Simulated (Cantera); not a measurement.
What does this Cantera script print?

```python
import numpy as np
import cantera as ct

gas_names = """
    B BH BH2 BH3 B2 H H2
""".split()
cond_names = """
    B(b) B(L)
""".split()


def load(file, names, dense=False):
    # The tables refer to 1 bar. Condensed volumes are neglected.
    table = {s.name: s for s in ct.Species.list_from_file(file)}
    out = []
    for n in names:
        d = dict(table[n].input_data)
        d["thermo"] = dict(d["thermo"], **{"reference-pressure": 1e5})
        if dense:
            d["equation-of-state"] = {"model": "constant-volume", "density": "1e6 g/cm^3"}
        out.append(ct.Species.from_dict(d))
    return out


gas = ct.Solution(thermo="ideal-gas", species=load("nasa_gas.yaml", gas_names))
cond = {s.name: ct.Solution(thermo="fixed-stoichiometry", species=[s], name=s.name)
        for s in load("nasa_condensed.yaml", cond_names, dense=True)}
atoms = {
    'B': {'B': 1},
    'H2': {'H': 2},
}
top_T = {}  # K; cautious upper limits of use, not melting points


def equilibrate(T, P, feed):
    n = {}
    for name, mol in feed.items():
        for a, k in atoms[name].items():
            n[a] = n.get(a, 0.0) + k * mol
    gas.TPX = T, P, n
    mass = sum(n.values()) * gas.mean_molecular_weight
    gas.equilibrate("TP")
    valid = [c for c in cond.values() if c.min_temp <= T <= top_T.get(c.name, c.max_temp)]
    mix = ct.Mixture([(gas, mass / gas.mean_molecular_weight)] + [(c, 0.0) for c in valid])
    mix.T, mix.P = T, P
    mix.equilibrate("TP", solver="vcs", rtol=1e-11, max_steps=5000)
    return mix


results = []
feed = {'B': 1, 'H2': 71}  # mol
T = 1548.15  # K
P = 22000  # Pa
mix = equilibrate(T, P, feed)
results.append((T, P, feed, dict(zip(mix.species_names, mix.species_moles))))
x = sorted(zip(gas.X, gas.species_names), reverse=True)
print(f"T = {T:g} K  P = {P:g} Pa  gas = {mix.phase_moles(0):.4g} mol")
print("   x: " + "  ".join(f"{s} {v:.3e}" for v, s in x if v > 1e-05))
print("   condensed (mol): " + ("  ".join(f"{mix.phase(i).name} {mix.phase_moles(i):.4g}"
      for i in range(1, mix.n_phases) if mix.phase_moles(i) > 1e-12) or "none"))
```

It prints:

```
T = 1548.15 K  P = 22000 Pa  gas = 71 mol
   x: H2 9.999e-01  H 6.576e-05  BH2 1.602e-05
   condensed (mol): B(b) 0.9986
```

Method: chemical equilibrium by Gibbs-energy minimisation in Cantera with the NASA 1993 tables (ideal gas, pure condensed phases). The tables' values for BH2 are old estimates; treat these amounts as uncertain.
